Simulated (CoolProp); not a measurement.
cis-2-butene along the isotherm 272.6 K: Z from the reference equation and from simpler models built on Tc = 435.8 K, pc = 4236 kPa, ω = 0.202; each cubic takes its own stable root.

Computed with CoolProp (reference Helmholtz-energy equation of state, Lemmon 2005). It is a short technical equation, of lower accuracy than the large ones.

| p (kPa) | phase | reference | van der Waals | Peng-Robinson |
|---|---|---|---|---|
| 67 | gas | 0.9718 | (withheld) | 0.9775 |
| 104 | liquid | 0.003992 | 0.9780 | 0.003817 |
| 162 | liquid | 0.006218 | 0.9653 | (withheld) |
| 253 | liquid | 0.009709 | 0.9446 | (withheld) |
| 394 | liquid | 0.01512 | 0.9107 | 0.01445 |
| 613 | liquid | (withheld) | 0.03817 | 0.02247 |
| 955 | liquid | (withheld) | 0.05932 | 0.03498 |
| 1490 | liquid | 0.05705 | 0.09222 | (withheld) |
| 2310 | liquid | 0.08832 | 0.1422 | 0.08436 |
| 3600 | liquid | 0.1373 | 0.2200 | 0.1311 |
| 5610 | liquid | 0.2133 | 0.3392 | 0.2035 |
| 8740 | liquid | 0.3306 | 0.5210 | 0.3151 |
| 13600 | liquid | 0.5107 | 0.7964 | 0.4862 |
| 21200 | liquid | 0.7877 | 1.215 | 0.7493 |

Problem. What belongs in the gaps?

Solution. 
- 67, van der Waals: 0.9859
- 162, Peng-Robinson: 0.005945
- 253, Peng-Robinson: 0.009282
- 613, reference: 0.02351
- 955, reference: 0.03660
- 1490, Peng-Robinson: 0.05451

At some of these states van der Waals gives the other phase, because its saturation line lies elsewhere.
